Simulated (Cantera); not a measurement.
Charge: 1 mol Al(CH₃)₃, 5.7 mol NH₃, 23 mol N₂, 4.1 mol H₂O, equilibrated at 1.00 Torr.

These are equilibrium values from Cantera (NASA tables, ideal gas, pure condensed phases), not measurements of a reactor. Candidate condensed phases: Al, AlN, Al₂O₃, C, C₆H₆, C₇H₈, C₈H₁₈, H₂O; 148 gas species. The feed counts by its element totals alone. Mutual solubility and eutectic melting of coexisting phases are not modelled. Equilibrium is a limit: real reactors are often held back by kinetics, nucleation or transport. All values below are at 1450 °C.

Base state: N₂ 0.559, H₂ 0.371, CO 0.0651, H 0.00304, Al 0.00124, Al₂O 0.000300, AlH 1.57e-5, HCN 1.20e-5 (mole fractions); condensed: AlN(s) + Al₂O₃(s).

What changes in the equilibrium state with this change: H₂O from 4.1 to 0.39 mol?


| species | before | after |
|---|---|---|
| N₂ | 0.559 | 0.645 |
| H₂ | 0.371 | 0.339 |
| CO | 0.0651 | 0.00992 |
| Al | 0.00124 | 0.00116 |
| C₂H₂ (acetylene) | 1.35e-9 | 3.07e-5 |
| Al₂O | 0.000300 | 2.52e-7 |
| HNC | 3.80e-7 | 6.14e-5 |
| HCN | 1.20e-5 | 0.00194 |
| AlH | 1.57e-5 | 1.40e-5 |
| AlN(s), mol | 0.190 | 0.954 |
| Al₂O₃(s), mol | 0.362 | 0 |
| C(graphite), mol | 0 | 2.53 |
